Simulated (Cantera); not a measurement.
An adiabatic, constant-pressure homogeneous reactor starts with CH3OH : O2 : N2 = 1 : 3.26 : 23.5 (molar parts), equivalence ratio 0.46, at 1273 K and 10.0 bar. Integrator tolerance rtol = 1e-08.

Cantera simulation using GRI-Mech 3.0 (53 species, 325 reactions); the numbers are that mechanism's predictions, not measurements. GRI-Mech 3.0 was tuned for natural gas; its chemistry of methanol as a main component is partial and can be far from experiment.

```tsv
quantity	before	after
time of steepest temperature rise	0.701 ms	4.60 ms
temperature at 3.00 s	1912 K	1913 K
equilibrium temperature	1910 K	1907 K
x(CH3OH) at 3.00 s	<1e-12 (gas-phase equilibrium <1e-12)	<1e-12 (gas-phase equilibrium <1e-12)
x(O2) at 3.00 s	0.0611 (gas-phase equilibrium 0.0605)	0.0617 (gas-phase equilibrium 0.0605)
x(CH3) at 3.00 s	<1e-12 (gas-phase equilibrium <1e-12)	<1e-12 (gas-phase equilibrium <1e-12)
x(C2H6) at 3.00 s	<1e-12 (gas-phase equilibrium <1e-12)	<1e-12 (gas-phase equilibrium <1e-12)
x(O) at 3.00 s	2.61e-5 (gas-phase equilibrium 2.54e-5)	8.28e-5 (gas-phase equilibrium 7.81e-5)
```

Q: What was changed between the two runs?
(A) pressure from 10.0 bar to 1.01 bar
(B) pressure from 10.0 bar to 5.00 bar
(C) N2 23.5 to 48 parts
(D) CH3OH 1 to 0.48 parts

A: A, pressure from 10.0 bar to 1.01 bar
